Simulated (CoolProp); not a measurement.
Properties of C2F6 (R116) at several states (Tc = 293.0 K, pc = 30.48 bar, ω = 0.257).

The numbers come from the reference Helmholtz-energy equation of state, Lemmon 2006 in CoolProp. It is a short technical equation, of lower accuracy than the large ones.

```
T (K)  p (bar)  phase       Z  expansivity (1/kK)  viscosity (µPa s)  conductivity (mW/(m K))  fugacity coefficient
-----  -------  -----  ------  ------------------  -----------------  -----------------------  --------------------
407.6     1.39    gas  0.9955               2.500                  ?                        ?                0.9955
404.7    0.144    gas  0.9995               2.476                  ?                        ?                0.9995
332.8    0.215    gas  0.9985               3.021                  ?                        ?                0.9985
```

Question: Fill in the missing entries.

Answer: 
- 407.6, viscosity (µPa s): 18.9
- 407.6, conductivity (mW/(m K)): 23.4
- 404.7, viscosity (µPa s): 18.7
- 404.7, conductivity (mW/(m K)): 23.1
- 332.8, viscosity (µPa s): 15.7
- 332.8, conductivity (mW/(m K)): 17.5

Viscosity comes from a separate model (Huber 2003), an estimate that may be off by 10 % or more. Thermal conductivity comes from a separate model (Huber 2003), an estimate that may be off by 10 % or more.
